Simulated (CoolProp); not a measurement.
Vapour-liquid equilibrium of diethyl ether (1) + n-hexane (2) at 420.7 K; x and y are mole fractions of (1).

The numbers come from the multi-fluid Helmholtz-energy mixture model, Thol 2014 and Thol 2019; pair parameters Bell 2016 in CoolProp.

| x | bubble pressure (MPa) | y at the bubble point | dew pressure at overall composition x (MPa) | liquid density (mol/L) |
|---|---|---|---|---|
| 0.05 | [?] | 0.103 | 0.7442 | 6.120 |
| 0.2 | 0.9307 | 0.337 | [?] | 6.246 |
| 0.35 | 1.077 | 0.507 | 0.9407 | 6.381 |
| 0.5 | [?] | 0.644 | 1.070 | 6.524 |
| 0.65 | 1.360 | 0.763 | 1.224 | [?] |
| 0.8 | 1.505 | 0.870 | 1.408 | 6.837 |
| 0.95 | [?] | 0.969 | [?] | 7.005 |

Q: Some entries are withheld; supply them.

A: 
- 0.05, bubble pressure (MPa): 0.7739
- 0.2, dew pressure at overall composition x (MPa): 0.8334
- 0.5, bubble pressure (MPa): 1.218
- 0.65, liquid density (mol/L): 6.677
- 0.95, bubble pressure (MPa): 1.655
- 0.95, dew pressure at overall composition x (MPa): 1.626

No azeotrope shows between x = 0.05 and 0.95.

The pair parameters rest on a limited set of measurements; away from them the model extrapolates.
